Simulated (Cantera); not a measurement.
An isothermal, constant-pressure homogeneous reactor starts with H₂ : O₂ : N₂ = 0.11 : 1 : 0.87 (molar parts), equivalence ratio 0.055, at 1025 K and 10.00 Torr.

Detailed kinetics in Cantera: the H2/O2 subset of GRI-Mech 3.0, which has no nitrogen chemistry. Radical loss at walls, strong at low pressure, is not modelled. The temperature is held fixed by assumption; the heat of reaction is taken as removed at once.

x: mole fraction; the columns are a selection and need not sum to one.

```csv
t (s),x H₂,x O₂,x H₂O,x O,x HO₂,x H
0.000200,0.0556,0.505,2.34e-11,3.75e-11,1.07e-10,9.15e-11
0.000397,0.0556,0.505,1.41e-10,1.39e-10,2.13e-10,2.11e-10
0.000790,0.0556,0.505,9.76e-10,6.42e-10,4.30e-10,7.42e-10
0.00157,0.0556,0.505,1.25e-8,6.44e-9,9.62e-10,6.77e-9
0.00312,0.0556,0.505,9.59e-7,4.66e-7,1.13e-8,4.85e-7
0.00620,0.0505,0.502,0.00372,0.00169,3.15e-6,0.00195
0.0123,…,0.476,…,…,4.33e-6,…
0.0245,0.000998,0.481,0.0516,0.0114,4.12e-6,0.00640
0.0487,0.000427,0.487,0.0552,0.00487,3.52e-6,0.00170
0.0968,0.000126,0.490,0.0566,0.00145,2.41e-6,0.000263
0.192,3.04e-5,0.491,0.0570,0.000354,1.26e-6,3.11e-5
0.382,7.17e-6,0.491,0.0571,8.63e-5,5.20e-7,3.74e-6
0.760,1.85e-6,0.491,0.0571,2.34e-5,1.93e-7,5.29e-7
1.51,5.45e-7,0.491,0.0571,7.27e-6,7.12e-8,9.19e-8
3.00,…,0.491,0.0571,…,…,…
```

**Question.** Some entries are withheld; supply them.

**Answer.** 
- 0.0123, x H₂: 0.00196
- 0.0123, x H₂O: 0.0459
- 0.0123, x O: 0.0178
- 0.0123, x H: 0.0142
- 3.00, x H₂: 1.83e-7
- 3.00, x O: 2.56e-6
- 3.00, x HO₂: 2.77e-8
- 3.00, x H: 1.92e-8
